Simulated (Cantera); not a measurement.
CaCl2 + H2 + O2 (halide evaporation, hydrolysis and transport)

Charge: 1 mol CaCl2, 0.32 mol H2, 0.0023 mol O2, held at 1.33 mbar.

Method: chemical equilibrium by Gibbs-energy minimisation in Cantera with the NASA 1993 tables (ideal gas, pure condensed phases). Candidate condensed phases: Ca, CaCl2, CaO, Ca(OH)2, H2O; 21 gas species. Mutual solubility and eutectic melting of coexisting phases are not modelled. Condensed phases not in the tables: oxide chlorides. Kinetics and transport are ignored.

```
T (K)   x H2   x CaCl2    x HCl     x H2O    x CaCl       x H      x Cl      x Ca  n CaCl2(s)  n CaO(s)  n CaCl2(l)
-----  -----  --------  -------  --------  --------  --------  --------  --------  ----------  --------  ----------
1000   0.983   1.65e-5  0.00628    0.0112  1.16e-12   6.16e-8  3.66e-10    <1e-12       0.999   0.00101           0
1050   0.980   9.64e-5   0.0104   0.00912  1.91e-11   2.20e-7   2.12e-9    <1e-12           0   0.00167       0.998
1100   0.978  0.000416   0.0146   0.00696  2.35e-10   7.00e-7   9.37e-9    <1e-12           0   0.00236       0.998
1150   0.975   0.00157   0.0188   0.00483   2.45e-9   2.02e-6   3.42e-8    <1e-12           0   0.00304       0.996
1200   0.970   0.00524   0.0222   0.00305   2.22e-8   5.32e-6   1.06e-7  8.77e-12           0   0.00361       0.995
1250   0.958    0.0158   0.0244   0.00179   1.76e-7   1.30e-5   2.82e-7  1.35e-10           0   0.00401       0.991
1300   0.930    0.0433   0.0252  0.000987   1.23e-6   2.92e-5   6.67e-7   1.81e-9           0   0.00427       0.981
1350   0.866     0.110   0.0243  0.000499   7.77e-6   6.07e-5   1.42e-6   2.19e-8           0   0.00442       0.956
1400   0.721     0.258   0.0207  0.000207   4.56e-5  0.000113   2.67e-6   2.51e-7           0   0.00451       0.883
1450   0.419     0.568   0.0124   4.45e-5  0.000280  0.000168   4.05e-6   3.43e-6           0   0.00457       0.567
```
x: gas mole fraction; n: condensed amount in mol.

At 1000 K the condensed part is CaCl2(s) + CaO(s). From 1050 K to 1450 K the condensed part is CaCl2(l) + CaO(s). The main Ca-bearing gas is CaCl2 throughout.
